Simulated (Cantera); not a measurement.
Source: NASA polynomial tables (part measured, part estimated), evaluated in Cantera. Values are per mole of reaction as written; species without (g) are pure solids or liquids, kept so even where they would boil at 1 bar.

C₂H₄(g) + 3 NiS₂ = 3 Ni + 2 CS₂(g) + 2 H₂S(g)

| T (K) | ΔH° (kJ) | ΔS° (J/K) | ΔG° (kJ) | log10 K |
|---|---|---|---|---|
| 2200 | 317.9 | 356.2 | -465.8 | 11.06 |
| 2275 | ___ | ___ | ___ | ___ |
| 2350 | ___ | ___ | ___ | ___ |
| 2425 | 308.9 | 352.3 | -545.5 | 11.75 |
| 2500 | 305.9 | 351.1 | -571.9 | 11.95 |
| 2575 | 303.0 | 350.0 | -598.2 | 12.13 |
| 2650 | 300.0 | 348.8 | -624.4 | 12.31 |
| 2725 | 297.0 | 347.7 | -650.5 | 12.47 |
| 2800 | 294.1 | 346.7 | -676.5 | 12.62 |

Problem. Fill in the missing entries.

Solution. 
- 2275, ΔH° (kJ): 314.9
- 2275, ΔS° (J/K): 354.9
- 2275, ΔG° (kJ): -492.5
- 2275, log10 K: 11.31
- 2350, ΔH° (kJ): 311.9
- 2350, ΔS° (J/K): 353.6
- 2350, ΔG° (kJ): -519.0
- 2350, log10 K: 11.54
